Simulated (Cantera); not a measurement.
A closed system holds: 1 mol Si2H6, 4.2 mol O2, at 1700 K and 6.23 Torr.

These are equilibrium values from Cantera (NASA tables, ideal gas, pure condensed phases), not measurements of a reactor. Candidate condensed phases: H2O, Si, SiO2; 18 gas species. The feed counts by its element totals alone. The tables hold silica as quartz up to 1696 K and as liquid above; real silica turns to tridymite and cristobalite and melts near 1996 K. Rates play no part.

Base state: H2O 0.808, O2 0.188, OH 0.00333, H2 0.000411, O 0.000213, H 3.28e-5 (mole fractions); condensed: SiO2(condensed).

Question: What changes in the equilibrium state with this change: pressure from 6.23 Torr to 0.600 Torr?

Answer: 
```
species                 before     after
--------------------  --------  --------
H2O                      0.808     0.804
O2                       0.188     0.188
OH                     0.00333   0.00596
H2                    0.000411   0.00132
H                      3.28e-5  0.000189
O                     0.000213  0.000684
SiO2(condensed), mol      2.00      2.00
```
